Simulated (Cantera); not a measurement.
A perfectly stirred reactor is fed with H2 : O2 : N2 = 0.85 : 1 : 1.5 (molar parts), at 0.133 bar; it is held at 1400 K, and followed from long to short residence time.

Detailed kinetics in Cantera: the H2/O2 subset of GRI-Mech 3.0, which has no nitrogen chemistry. The temperature is held fixed by assumption; the heat of reaction is taken as removed at once.

Problem. What does this change do: pressure from 0.133 bar to 1.00 bar?

Solution. 
```tsv
quantity	before	after
x(H2) at τ = 1.20 s	0.000195	4.31e-5
x(O2) at τ = 1.20 s	0.196	0.197
x(OH) at τ = 1.20 s	0.00109	0.000249
x(H2O) at τ = 1.20 s	0.290	0.290
x(H) at τ = 1.20 s	2.73e-5	5.04e-7
x(H2) at τ = 18.0 ms	0.00308	0.000703
x(O2) at τ = 18.0 ms	0.195	0.196
x(OH) at τ = 18.0 ms	0.00447	0.000987
x(H2O) at τ = 18.0 ms	0.283	0.289
x(H) at τ = 18.0 ms	0.00186	3.40e-5
```
